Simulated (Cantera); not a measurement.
Premixed flame

A freely propagating, adiabatic, planar premixed flame of CH₄ : H₂ : O₂ : N₂ : H₂O = 1 : 0.17 : 2.08 : 9.38 : 0.61 (molar parts), equivalence ratio 1.0, unburnt at 598 K and 1.01 bar; mixture-averaged transport, grid criteria slope 0.08 and curve 0.16, no radiation.

Computed with Cantera and GRI-Mech 3.0 (53 species, 325 reactions). Burning velocities carry a grid error of a few per cent, more on coarse grids.

| z (mm) | T (K) | u (m/s) | x CH₄ | x H₂ | x O₂ | x C₂H₂ | x C₂H | x NO |
|---|---|---|---|---|---|---|---|---|
| -1.32 | 598 | 0.897 | 0.0755 | 0.0132 | 0.157 | <1e-8 | <1e-8 | <1e-8 |
| -0.882 | 600 | 0.901 | 0.0753 | 0.0140 | 0.157 | 2.62e-8 | <1e-8 | <1e-8 |
| -0.662 | 608 | 0.913 | 0.0747 | 0.0149 | 0.156 | 1.51e-7 | <1e-8 | 1.46e-8 |
| -0.441 | 656 | 0.989 | 0.0717 | 0.0167 | 0.153 | 1.44e-6 | <1e-8 | 1.18e-7 |
| -0.221 | 969 | 1.47 | 0.0529 | 0.0198 | 0.128 | 1.82e-5 | <1e-8 | 1.41e-6 |
| -0.110 | 1326 | 2.03 | 0.0300 | 0.0214 | 0.0942 | 5.47e-5 | <1e-8 | 3.54e-6 |
| 0 | 1677 | 2.58 | 0.00715 | 0.0204 | 0.0524 | 0.000105 | 9.06e-8 | 7.43e-6 |
| 0.110 | 1823 | 2.81 | 0.000467 | 0.0158 | 0.0283 | 1.87e-5 | 6.46e-8 | 1.24e-5 |
| 0.221 | 1869 | 2.87 | 1.51e-5 | 0.0136 | 0.0204 | 5.62e-7 | <1e-8 | 1.56e-5 |
| 0.441 | 1924 | 2.93 | 2.59e-8 | 0.0128 | 0.0161 | <1e-8 | <1e-8 | 1.87e-5 |
| 0.882 | 1988 | 3.02 | <1e-8 | 0.0114 | 0.0133 | <1e-8 | <1e-8 | 2.23e-5 |
| 1.76 | 2054 | 3.11 | <1e-8 | 0.00922 | 0.0106 | <1e-8 | <1e-8 | 2.75e-5 |
| 3.53 | 2110 | 3.18 | <1e-8 | 0.00704 | 0.00813 | <1e-8 | <1e-8 | 3.49e-5 |
x: mole fraction of selected species; z is measured from the peak of heat release.

```json
{
 "laminar_burning_velocity": "89.6 cm/s",
 "thermal_thickness": "0.441 mm",
 "peak x(C₂H₂)": "0.000107",
 "peak x(C₂H)": "1.36e-7",
 "grid_points": "146"
}
```
